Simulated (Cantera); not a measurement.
Input: 1 mol Si₃N₄, 0.0023 mol H₂O, 21 mol N₂, equilibrated at 1925 K.

These are equilibrium values from Cantera (NASA tables, ideal gas, pure condensed phases), not measurements of a reactor. Candidate condensed phases: H₂O, Si, SiO₂, Si₂N₂O, Si₃N₄; 35 gas species. Mutual solubility and eutectic melting of coexisting phases are not modelled. Kinetics and transport are ignored.

Question: What share of the Si ends up in condensed phases as a function of P (Pa), at 0.100, 0.750, 5.60, 42, 320, 2400, 18000, 130000, 1000000?

Answer: 
| P (Pa) | Si condensed (%) | as |
|---|---|---|
| 0.100 | 0.0 | - |
| 0.750 | 0.0 | - |
| 5.60 | 0.0 | - |
| 42 | 65.2 | Si(l) |
| 320 | 95.3 | Si(l) |
| 2400 | 99.3 | Si(l) |
| 18000 | 99.9 | Si₃N₄(s) |
| 130000 | 99.9 | Si₃N₄(s) |
| 1000000 | 100.0 | Si₂N₂O(s) + Si₃N₄(s) |
